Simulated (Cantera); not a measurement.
A closed system holds: 1 mol Si2H6, 0.41 mol CO2, 0.27 mol H2, equilibrated at 0.100 bar.

Equilibrium computed with Cantera from the NASA thermochemical tables; the gas is ideal and each condensed phase is pure. Candidate condensed phases: C, C6H6, C7H8, C8H18, H2O, Si, SiC, SiO2; 123 gas species. The feed counts by its element totals alone. Mutual solubility and eutectic melting of coexisting phases are not modelled. The tables hold silica as quartz up to 1696 K and as liquid above; real silica turns to tridymite and cristobalite and melts near 1996 K. Equilibrium is a limit: real reactors are often held back by kinetics, nucleation or transport.

Question: At 1523 K, list the 4 most abundant gas species with their mole fractions, and the condensed phases.

Answer: H2 0.992, SiO 0.00782, CO 0.000230, H 7.28e-5. Condensed: Si(s) + SiC(s) + SiO2(β-quartz).
